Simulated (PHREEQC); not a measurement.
Model water analysis in mmol/kgw, 25 °C, pH 3.48, pe 11: Na 21.1; K 0.00724; Ca 1.94; Mg 0.257; Cl 3.32; S(6) 11.6; Al 0.0328; Cu(2) 0.0798; Br 0.08.

Valence states are taken as typed.

All values are PHREEQC results (ion-association model, wateq4f.dat), not measurements.

This is a speciation only: nothing precipitates in the calculation.

Question: Predict the ionic strength, charge-balance error.

Answer: ionic strength 0.0357 mol/kgw; charge-balance error -0.5 %.

Question: In which forms is Ca present?

Answer: Ca+2 66 %, CaSO4 34 % of the Ca.

Complexes and solids missing from the database can't appear.
